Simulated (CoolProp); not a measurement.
c-C4F8 (RC318) along the isotherm 390.9 K: Z from the reference equation and from simpler models built on Tc = 388.4 K, pc = 2.778 MPa, ω = 0.355; each cubic takes its own stable root.

Computed with CoolProp (reference Helmholtz-energy equation of state, Platzer 1990). This equation is an older, rougher fit; its heat capacities, sound speeds and derivatives of the liquid may be far off and weren't checked against measurements.

```csv
p (MPa),phase,reference
0.631,gas,0.9224
1.26,gas,0.8330
1.89,gas,0.7233
2.53,gas,0.5620
3.16,supercritical,0.2239
3.79,supercritical,0.2385
4.42,supercritical,0.2642
5.05,supercritical,0.2919
5.68,supercritical,0.3201
6.31,supercritical,0.3484
6.94,supercritical,0.3767
```

Question: How far does each simpler model (van der Waals, Redlich-Kwong, Soave-Redlich-Kwong, Peng-Robinson) lie from the reference over these 11 states: mean and median of the absolute difference, and the worst?

Answer: 
- van der Waals: mean 24.9 %, median 36.1 %, worst +39.0 % at 390.9 K and 3.79 MPa
- Redlich-Kwong: mean 9.0 %, median 10.6 %, worst +19.8 % at 390.9 K and 3.16 MPa
- Soave-Redlich-Kwong: mean 9.6 %, median 11.1 %, worst +22.4 % at 390.9 K and 3.16 MPa
- Peng-Robinson: mean 3.4 %, median 2.5 %, worst +11.7 % at 390.9 K and 3.16 MPa
